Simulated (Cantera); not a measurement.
Input: 1 mol CaO, 2 mol HF, 0.55 mol O2, at 1302 °C and 11.3 Torr.

These are equilibrium values from Cantera (NASA tables, ideal gas, pure condensed phases), not measurements of a reactor. Candidate condensed phases: Ca, CaF2, CaO, Ca(OH)2, H2O; 29 gas species. Mutual solubility and eutectic melting of coexisting phases are not modelled. Equilibrium is a limit: real reactors are often held back by kinetics, nucleation or transport.

Base state: H2O 0.521, O2 0.328, HF 0.149, OH 0.00106, CaF2 0.000658, O 5.00e-5, H2 3.66e-5 (mole fractions); condensed: CaF2(s) + CaO(s).

Q: What changes in the equilibrium state with this change: temperature from 1302 °C to 650 °C?

A: 
```json
[
 {"species": "H2O", "before": "0.521", "after": "0.645"},
 {"species": "O2", "before": "0.328", "after": "0.355"},
 {"species": "HF", "before": "0.149", "after": "9.63e-5"},
 {"species": "CaF2", "before": "0.000658", "after": "<1e-9"},
 {"species": "O", "before": "5.00e-5", "after": "<1e-9"},
 {"species": "H2", "before": "3.66e-5", "after": "<1e-9"},
 {"species": "OH", "before": "0.00106", "after": "1.87e-7"},
 {"species": "CaF2(s), mol", "before": "0.874", "after": "1.000"},
 {"species": "CaO(s), mol", "before": "0.125", "after": "0"}
]
```
